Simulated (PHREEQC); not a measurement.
## Brackish or sea water: an equilibrium model

Synthetic water in mmol/kgw, 20 °C, pH 6.76, pe 8.7: Na 176; K 0.621; Ca 4.37; Mg 19; Cl 199; S(6) 10.2; Alkalinity (meq/kgw) 0.189; Li 0.0657.

Valence states are taken as typed.

All values are PHREEQC results (ion-association model, wateq4f.dat), not measurements.

No solid was allowed to form.

Q: Estimate the activity of water, charge-balance error.

A: activity of water 0.993; charge-balance error 0.9 %.

Q: In which forms is Mg present?

A: Mg+2 90 %, MgSO4 10 % of the Mg.
